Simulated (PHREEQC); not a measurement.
## Alkaline etch or developer: speciation

Solution (20 °C): 0.073 mol NaOH and 0.011 mol NaAlO2 per kg of water. Closed to the air; pH follows from the charge balance.

The numbers come from PHREEQC with the ion-association model, wateq4f.dat.

No solid was allowed to form.

What pH does the model give?

pH 12.92.

Species that the database lacks are ignored.
